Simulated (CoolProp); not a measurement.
Computed with CoolProp (reference Helmholtz-energy equation of state, Leachman 2009).

Question: Give the vapour pressure (kPa), liquid density (kg/m³), vapour Z, liquid viscosity (µPa s) of saturated normal hydrogen at 24.6, 30.3 K.

Answer: 
```tsv
T (K)	p (kPa)	liquid density (kg/m³)	vapour Z	liquid viscosity (µPa s)
24.6	295	65.3	0.810	9.74
30.3	844	53.7	0.608	6.20
```

Viscosity comes from a separate model (Muzny 2013).
